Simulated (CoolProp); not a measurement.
Vapour-liquid equilibrium of isobutane (1) + n-butane (2) at 443 kPa; x and y are mole fractions of (1).

The numbers come from the multi-fluid Helmholtz-energy mixture model, Bücker 2006 and Bücker 2006; pair parameters Kunz 2012 in CoolProp.

| x | bubble temperature (°C) | y at the bubble point | dew temperature at overall composition x (°C) | liquid density (mol/L) |
|---|---|---|---|---|
| 0.05 | 45.0 | 0.066 | 45.2 | 9.419 |
| 0.125 | 44.0 | 0.160 | 44.4 | 9.411 |
| 0.2 | ___ | 0.250 | ___ | 9.403 |
| 0.275 | 42.0 | 0.337 | 42.7 | 9.393 |
| 0.35 | 41.0 | 0.419 | ___ | 9.384 |
| 0.425 | 40.1 | 0.498 | 40.9 | 9.374 |
| 0.5 | 39.1 | 0.573 | 40.0 | 9.363 |
| 0.575 | 38.2 | 0.645 | 39.1 | 9.353 |
| 0.65 | 37.3 | 0.714 | 38.1 | 9.342 |
| 0.725 | 36.4 | 0.780 | 37.1 | 9.331 |
| 0.8 | 35.5 | 0.844 | 36.1 | ___ |
| 0.875 | ___ | 0.905 | 35.1 | ___ |
| 0.95 | 33.8 | 0.963 | 34.0 | 9.300 |

Question: Some entries are withheld; supply them.

Answer: 
- 0.2, bubble temperature (°C): 43.0
- 0.2, dew temperature at overall composition x (°C): 43.6
- 0.35, dew temperature at overall composition x (°C): 41.8
- 0.8, liquid density (mol/L): 9.320
- 0.875, bubble temperature (°C): 34.7
- 0.875, liquid density (mol/L): 9.310

No azeotrope shows between x = 0.05 and 0.95.

The pair parameters rest on a limited set of measurements; away from them the model extrapolates.
